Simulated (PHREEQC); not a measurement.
A solution holds 0.0095 mol/kgw H3PO4 and 0.047 mol/kgw H2SO4, at 25 °C. Closed to the air; pH follows from the charge balance.

Computed with PHREEQC (ion-association model, wateq4f.dat).

Each row changes one thing in this solution. Precipitation was switched off in this run.

```csv
case,pH,ionic strength (mol/kgw),HSO4- (mol/kgw),SO4-2 (mol/kgw)
as made,1.29,0.0746,0.0339,0.0131
diluted 2-fold with water,[?],0.0424,0.0146,[?]
H2SO4 replaced by NaHSO4 at the same molality,1.66,[?],0.0231,0.0221
H2SO4 replaced by FeSO4 at the same molality,2.46,0.110,0.00422,0.0268
diluted 100-fold with water,3.02,0.00142,3.54e-5,0.000435
temperature from 25 to 15 °C,1.27,0.0783,0.0321,[?]
H3PO4 left out,1.30,0.0736,0.0337,[?]
```

Q: Fill in the missing entries.

A: 
- diluted 2-fold with water, pH: 1.54
- diluted 2-fold with water, SO4-2 (mol/kgw): 0.00894
- H2SO4 replaced by NaHSO4 at the same molality, ionic strength (mol/kgw): 0.0938
- temperature from 25 to 15 °C, SO4-2 (mol/kgw): 0.0149
- H3PO4 left out, SO4-2 (mol/kgw): 0.0133

H3PO4, which wateq4f.dat lacks, is added to it with the constant of phreeqc.dat.
